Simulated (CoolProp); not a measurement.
The numbers come from the reference Helmholtz-energy equation of state, Akasaka 2024 in CoolProp.

Problem. Give the vapour pressure (MPa), liquid density (kg/m³), vapour density (kg/m³), enthalpy of vaporisation (kJ/kg) of saturated R1132(E) at 6.55 °C.

Solution. 
| T (°C) | p (MPa) | liquid density (kg/m³) | vapour density (kg/m³) | enthalpy of vaporisation (kJ/kg) |
|---|---|---|---|---|
| 6.55 | 0.995 | 982 | 32.8 | 242 |
